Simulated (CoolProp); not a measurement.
Saturation properties of R13.

Computed with CoolProp (reference Helmholtz-energy equation of state, Platzer 1990). This equation is an older, rougher fit; its heat capacities, sound speeds and derivatives of the liquid may be far off and weren't checked against measurements.

```
T (K)   p (MPa)  enthalpy of vaporisation (kJ/kg)  surface tension (mN/m)  liquid viscosity (µPa s)  liquid conductivity (mW/(m K))
-----  --------  --------------------------------  ----------------------  ------------------------  ------------------------------
154.1  0.007636                             165.7                    20.4                       595                             110
164.5   0.01788                             161.3                    18.6                       487                             104
174.9   0.03731                             156.9                    16.8                       406                            99.0
185.2   0.07045                             152.3                    15.1                       344                            93.7
195.6    0.1240                             147.4                    13.4                       293                            88.3
206      0.2048                             142.1                    11.8                       252                            82.9
216.3    0.3193                             136.4                    10.2                       218                            77.7
226.7    0.4784                             130.1                    8.66                       189                            72.5
237      0.6877                             123.1                    7.18                       164                            67.5
247.4    0.9609                             115.1                    5.76                       142                            62.5
257.8     1.306                             106.1                    4.40                       123                            57.7
```

It boils at 191.7 K under 1 atm.

Viscosity comes from a separate model (Huber 2003), an estimate that may be off by 10 % or more. Thermal conductivity comes from a separate model (Huber 2003), an estimate that may be off by 10 % or more. Surface tension comes from a separate correlation (Mulero 2012).
